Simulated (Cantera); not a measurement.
Charge: 1 mol SiC, 0.17 mol N2O, 16 mol N2, equilibrated at 0.00133 bar.

Cantera equilibrium calculation (NASA polynomials, part measured and part estimated; ideal gas, pure solids and liquids). Candidate condensed phases: C, Si, SiC, SiO2, Si2N2O, Si3N4; 34 gas species. Mutual solubility and eutectic melting of coexisting phases are not modelled. The tables' values for SiN are old estimates; treat these amounts as uncertain. Equilibrium is a limit: real reactors are often held back by kinetics, nucleation or transport.

x: gas mole fraction; n: condensed amount in mol.

```csv
T (K),x N2,x CO,x Si,x SiO,x Si2C,x SiC2,x SiN,n C(graphite),n Si2N2O(s),n Si3N4(s),n SiC(s)
1200,1.000,1.02e-5,<1e-12,1.89e-9,<1e-12,<1e-12,<1e-12,1.000,0.170,0.220,0
1350,0.996,0.00403,5.69e-10,3.92e-6,<1e-12,<1e-12,5.42e-11,0.145,0.105,0,0.790
1500,0.993,0.00681,3.57e-7,0.000514,5.44e-10,1.62e-11,1.67e-8,0,0.0511,0,0.889
1650,0.990,0.00522,[?],0.00518,[?],[?],1.10e-6,0,0,0,0.915
1800,0.989,0.00557,0.000716,0.00482,7.61e-6,6.70e-8,1.15e-5,0,0,0,0.909
1950,0.984,[?],[?],[?],[?],[?],5.40e-5,0,0,0,0.870
2100,0.979,0.0101,0.00985,0.000187,0.000403,0.000398,7.38e-5,0,0,0,0.812
```

Question: What belongs in the gaps?

Answer: 
- 1950, x CO: 0.00782
- 1950, x Si: 0.00506
- 1950, x SiO: 0.00253
- 1950, x Si2C: 0.000112
- 1950, x SiC2: 4.22e-6
- 1650, x Si: 4.22e-5
- 1650, x Si2C: 1.87e-7
- 1650, x SiC2: 8.24e-10
